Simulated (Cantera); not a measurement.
An adiabatic, constant-volume homogeneous reactor starts with H2 : O2 : N2 = 1 : 1.11 : 4.18 (molar parts), equivalence ratio 0.45, at 1775 K and 500000 Pa. Integrator tolerance rtol = 1e-08.

Model: the H2/O2 subset of GRI-Mech 3.0, which has no nitrogen chemistry, integrated in Cantera. The hydrogen kinetics of GRI-Mech 3.0 are dated; newer H2 mechanisms differ, most at raised pressure.

Problem. How do the results move with these cheaper or finer settings: full GRI-Mech 3.0 in place of its H2/O2 subset?

Solution. 
| setting | time of steepest temperature rise | temperature at 0.500 s | equilibrium temperature | x(H2) at 0.500 s | integrator steps |
|---|---|---|---|---|---|
| as above | 1.43 µs | 2867 K | 2867 K | 0.00500 | 918 |
| full GRI-Mech 3.0 in place of its H2/O2 subset | 1.43 µs | 2829 K | 2829 K | 0.00470 | 1025 |
